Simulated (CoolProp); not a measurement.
CF4 (R14) along the isotherm 172.4 K: density (kg/m³) from the reference equation and from simpler models built on Tc = 227.4 K, pc = 3762 kPa, ω = 0.178; each cubic takes its own stable root.

The numbers come from the reference Helmholtz-energy equation of state, Platzer 1990 in CoolProp. This equation is an older, rougher fit; its heat capacities, sound speeds and derivatives of the liquid may be far off and weren't checked against measurements.

```
p (kPa)   phase  reference  van der Waals  Redlich-Kwong
-------  ------  ---------  -------------  -------------
2510     liquid       1460          967.9           1378
5020     liquid       1475          998.6           1406
7520     liquid       1489           1022           1430
10000    liquid       1501           1042           1451
12500    liquid       1513           1058           1470
15000    liquid       1524           1073           1488
17600    liquid       1535           1086           1504
20100    liquid       1545           1097           1518
22600    liquid       1554           1107           1532
25100    liquid       1563           1117           1544
27600    liquid       1572           1125           1556
30100    liquid       1580           1133           1566
32600    liquid       1588           1141           1577
35100    liquid       1595           1147           1586
37600    liquid       1603           1154           1595
```
